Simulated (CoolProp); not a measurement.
Vapour-liquid equilibrium of toluene (1) + p-xylene (2) at 0.232 MPa; x and y are mole fractions of (1).

Model: multi-fluid Helmholtz-energy mixture model, Lemmon 2006 and Zhou 2012; pair parameters Bell 2016, in CoolProp.

```
x     bubble temperature, mixture model (K)  bubble temperature, Raoult's law (K)  y, mixture model  y, Raoult's law
----  -------------------------------------  ------------------------------------  ----------------  ---------------
0.05                                  443.5                                 443.4             0.087            0.092
0.2                                   437.9                                 437.8             0.316            0.327
0.35                                  432.8                                 432.8             0.502            0.514
0.5                                   428.2                                 428.2             0.654            0.665
0.65                                  424.0                                 424.1             0.779            0.788
0.8                                   420.3                                 420.3             0.883            0.890
0.95                                  416.8                                 416.8             0.973            0.975
```

The largest gap from Raoult's law is +0.1 K in bubble temperature, at x = 0.2. No azeotrope shows between x = 0.05 and 0.95.

The pair parameters rest on a limited set of measurements; away from them the model extrapolates.
